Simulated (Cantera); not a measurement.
A freely propagating, adiabatic, planar premixed flame of 40.3 % H2, 12.6 % O2, 47.1 % N2, unburnt at 400 K and 3.10 bar; mixture-averaged transport, grid criteria slope 0.08 and curve 0.16, no radiation.

Computed with Cantera and the H2/O2 subset of GRI-Mech 3.0, which has no nitrogen chemistry. The hydrogen kinetics of GRI-Mech 3.0 are dated; newer H2 mechanisms differ, most at raised pressure. Burning velocities carry a grid error of a few per cent, more on coarse grids.

Q: Predict: laminar burning velocity; thermal thickness; peak x(H); peak x(HO2); peak x(OH); peak x(O).

A: 
- laminar burning velocity = 487 cm/s
- thermal thickness = 0.0855 mm
- peak x(H) = 0.0576
- peak x(HO2) = 0.000881
- peak x(OH) = 0.00740
- peak x(O) = 0.00395
